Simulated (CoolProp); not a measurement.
Vapour pressure (bar) of nitrogen: the reference equation beside estimates from Tc = -147.0 °C, pc = 33.96 bar, ω = 0.037.

Values from CoolProp's reference Helmholtz-energy equation of state, Span 2000.

```json
[
 {"T (°C)": "-187.45", "reference": "2.447", "Lee-Kesler": "2.445", "van der Waals": "5.822", "Redlich-Kwong": "2.288", "Soave-Redlich-Kwong": "2.440"},
 {"T (°C)": "-184.05", "reference": "3.335", "Lee-Kesler": "3.335", "van der Waals": "7.112", "Redlich-Kwong": "3.192", "Soave-Redlich-Kwong": "3.336"},
 {"T (°C)": "-180.55", "reference": "4.475", "Lee-Kesler": "4.478", "van der Waals": "8.622", "Redlich-Kwong": "4.367", "Soave-Redlich-Kwong": "4.490"},
 {"T (°C)": "-177.15", "reference": "5.832", "Lee-Kesler": "___", "van der Waals": "10.27", "Redlich-Kwong": "___", "Soave-Redlich-Kwong": "5.867"},
 {"T (°C)": "-173.65", "reference": "7.516", "Lee-Kesler": "7.520", "van der Waals": "12.17", "Redlich-Kwong": "7.526", "Soave-Redlich-Kwong": "7.580"},
 {"T (°C)": "-170.25", "reference": "9.464", "Lee-Kesler": "9.462", "van der Waals": "14.21", "Redlich-Kwong": "9.551", "Soave-Redlich-Kwong": "9.560"},
 {"T (°C)": "-166.85", "reference": "11.75", "Lee-Kesler": "11.74", "van der Waals": "___", "Redlich-Kwong": "11.92", "Soave-Redlich-Kwong": "11.88"},
 {"T (°C)": "-163.35", "reference": "14.49", "Lee-Kesler": "14.47", "van der Waals": "18.99", "Redlich-Kwong": "14.75", "Soave-Redlich-Kwong": "14.67"},
 {"T (°C)": "-159.95", "reference": "___", "Lee-Kesler": "17.53", "van der Waals": "21.66", "Redlich-Kwong": "___", "Soave-Redlich-Kwong": "17.78"},
 {"T (°C)": "-156.45", "reference": "21.20", "Lee-Kesler": "21.16", "van der Waals": "24.65", "Redlich-Kwong": "21.57", "Soave-Redlich-Kwong": "21.44"}
]
```

Problem. What belongs in the gaps?

Solution. 
- -177.15, Lee-Kesler: 5.836
- -177.15, Redlich-Kwong: 5.774
- -166.85, van der Waals: 16.46
- -159.95, reference: 17.56
- -159.95, Redlich-Kwong: 17.90

Absolute difference from the reference over all 10 rows, mean and median: Lee-Kesler 0.1 and 0.1 %, van der Waals 64.3 and 56.0 %, Redlich-Kwong 2.2 and 1.8 %, Soave-Redlich-Kwong 0.8 and 0.9 %.
